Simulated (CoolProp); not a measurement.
The fluid at 293.15 K and 0.444 MPa expands adiabatically to 0.0623 MPa with isentropic efficiency 0.8. The same conditions are run with several fluids, on thermodynamics alone (safety and materials aside).

The numbers come from the reference Helmholtz-energy equation of state of each fluid (C3F8 (R218): Lemmon 2006; R22: Kamei 1995; propylene: Lemmon 2013; CH3F (R41): Lemmon 2006; CF4 (R14): Platzer 1990) in CoolProp. The equations of Platzer and Polt are older, rougher fits.

**Question.** Rank C3F8 (R218), R22, propylene, CH3F (R41), CF4 (R14) by work (kJ/kg), highest first.

**Answer.** CH3F (R41) (87.2), propylene (75.5), CF4 (R14) (37.3), R22 (36.1), C3F8 (R218) (18.0)

```csv
fluid,final temperature (K),final density (kg/m³)
C3F8 (R218),263.6,5.46
R22,224.8,2.95
propylene,232.3,1.38
CH3F (R41),204.2,1.28
CF4 (R14),232.6,2.85
```
